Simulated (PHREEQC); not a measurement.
1 kg of water holding 0.32 mol MgSO4, 0.45 mol Na2SO4 and 0.11 mol NaCl is evaporated at 90 °C; the solids stay in contact with the brine. The system is closed to CO2. Only these solids could form: Bischofite, Bloedite, Brucite, Epsomite, Halite, Hexahydrite, Kieserite, Mirabilite, Thenardite, MgCl2_4H2O.

Computed with PHREEQC (Pitzer model, pitzer.dat).

```csv
water left (kg),ionic strength,water activity,Thenardite (mol),Mg in solution (mol/kgw),Cl in solution (mol/kgw),S in solution (mol/kgw)
1,2.74,0.975,0,0.320,0.110,0.770
0.8219,3.33,0.969,0,0.389,0.134,0.937
0.6755,4.06,0.963,0,0.474,0.163,1.14
0.5552,4.94,0.954,0,0.576,0.198,1.39
0.4563,6.00,0.944,0,0.701,0.241,1.69
0.375,7.31,0.930,0,0.853,0.293,2.05
0.3082,8.89,0.913,0,1.04,0.357,2.50
0.2533,10.8,0.892,0,1.26,0.434,3.04
0.2082,13.2,0.866,0,1.54,0.528,3.70
0.1711,14.6,0.851,0.0809,1.87,0.643,4.03
0.1407,15.8,0.836,0.172,2.28,0.782,4.25
0.1156,17.3,0.817,0.247,2.77,0.951,4.52
```

Thenardite from water left = 0.1711 kg.

Species that the database lacks are ignored. At this temperature some constants are extrapolated from 25 °C, and those without enthalpy data are left unchanged.
